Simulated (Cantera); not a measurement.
Feed: 1 mol CO, 0.055 mol O2, 10 mol N2, equilibrated at 2027 °C and 13.3 mbar.

Equilibrium computed with Cantera from the NASA thermochemical tables; the gas is ideal and each condensed phase is pure. Candidate condensed phases: C; 24 gas species. Rates play no part.

Base state: N2 0.908, CO 0.0820, CO2 0.00888, O 0.000470, NO 0.000401, O2 0.000119 (mole fractions); condensed: gas only.

Problem. What changes in the equilibrium state with this change: CO replaced by CH3OH?

Solution. 
```csv
species,before,after
N2,0.908,0.757
H2,0,0.129
CO,0.0820,0.0750
H,0,0.0301
H2O,0,0.00723
OH,0,0.000272
O2,0.000119,1.01e-6
NO,0.000401,3.38e-5
```
Further candidate phases: C6H6, C7H8, C8H18, H2O.
